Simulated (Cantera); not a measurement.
**Premixed flame**

A freely propagating, adiabatic, planar premixed flame of 43.8 % H2, 11.5 % O2, 43.4 % N2, 1.27 % H2O, unburnt at 448 K and 2.10 bar; mixture-averaged transport, grid criteria slope 0.08 and curve 0.16, no radiation.

Model: the H2/O2 subset of GRI-Mech 3.0, which has no nitrogen chemistry, integrated in Cantera. The hydrogen kinetics of GRI-Mech 3.0 are dated; newer H2 mechanisms differ, most at raised pressure. Burning velocities carry a grid error of a few per cent, more on coarse grids.

| z (mm) | T (K) | u (m/s) | x H2 | x O2 | x HO2 | x H2O | x H2O2 | x O |
|---|---|---|---|---|---|---|---|---|
| -0.441 | 448 | 5.61 | 0.438 | 0.115 | <1e-8 | 0.0127 | <1e-8 | <1e-8 |
| -0.294 | 448 | 5.61 | 0.438 | 0.115 | <1e-8 | 0.0127 | <1e-8 | <1e-8 |
| -0.221 | 448 | 5.61 | 0.438 | 0.115 | <1e-8 | 0.0127 | <1e-8 | <1e-8 |
| -0.147 | 448 | 5.61 | 0.438 | 0.115 | 4.70e-7 | 0.0127 | 1.17e-8 | 1.41e-8 |
| -0.0735 | 480 | 5.95 | 0.432 | 0.116 | 0.000290 | 0.0137 | 1.14e-5 | 5.05e-6 |
| -0.0368 | 755 | 9.08 | 0.397 | 0.110 | 0.000452 | 0.0360 | 6.15e-5 | 0.000200 |
| 0 | 1174 | 13.7 | 0.324 | 0.0819 | 0.000176 | 0.102 | 1.30e-5 | 0.00173 |
| 0.0368 | 1475 | 17.0 | 0.247 | 0.0369 | 6.94e-5 | 0.188 | 2.43e-6 | 0.00309 |
| 0.0735 | 1629 | 18.8 | 0.210 | 0.0115 | 2.08e-5 | 0.237 | 1.28e-6 | 0.00220 |
| 0.147 | 1758 | 20.1 | 0.201 | 0.00151 | 2.66e-6 | 0.258 | 6.90e-7 | 0.00118 |
| 0.294 | 1872 | 21.2 | 0.207 | 0.000438 | 8.36e-7 | 0.263 | 3.75e-7 | 0.000755 |
| 0.588 | 1974 | 22.2 | 0.215 | 0.000231 | 4.65e-7 | 0.266 | 1.92e-7 | 0.000421 |
| 1.18 | 2057 | 23.0 | 0.221 | 0.000105 | 2.31e-7 | 0.269 | 9.29e-8 | 0.000195 |
x: mole fraction of selected species; z is measured from the peak of heat release.

```
Property                     Value
------------------------  --------
laminar burning velocity  561 cm/s
thermal thickness         0.147 mm
peak x(HO2)               0.000651
peak x(H2O2)               6.24e-5
peak x(O)                  0.00310
grid points                    118
```
